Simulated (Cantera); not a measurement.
A closed system holds: 1 mol SiC, 0.74 mol N₂O, 120 mol N₂, 0.52 mol CO₂, at 1773.15 K and 19.0 Pa.

Cantera equilibrium calculation (NASA polynomials, part measured and part estimated; ideal gas, pure solids and liquids). Candidate condensed phases: C, Si, SiC, SiO₂, Si₂N₂O, Si₃N₄; 34 gas species. The tables' values for SiN are old estimates; treat these amounts as uncertain. The numbers say what is thermodynamically allowed, not how fast it happens.

Base state: N₂ 0.983, CO 0.0104, SiO 0.00407, Si 0.00208, Si₂C 1.91e-5, SiN 1.37e-5 (mole fractions); condensed: SiC(s).

Task: What changes in the equilibrium state with this change: pressure from 19.0 Pa to 0.390 bar?

Result: 
```json
[
 {"species": "N₂", "before": "0.983", "after": "0.989"},
 {"species": "CO", "before": "0.0104", "after": "0.0111"},
 {"species": "SiO", "before": "0.00407", "after": "0.000201"},
 {"species": "Si", "before": "0.00208", "after": "2.18e-7"},
 {"species": "Si₂C", "before": "1.91e-5", "after": "2.01e-9"},
 {"species": "SiN", "before": "1.37e-5", "after": "6.51e-8"},
 {"species": "SiC(s), mol", "before": "0.237", "after": "0.168"},
 {"species": "Si₂N₂O(s), mol", "before": "0", "after": "0.404"}
]
```
Mutual solubility and eutectic melting of coexisting phases are not modelled.
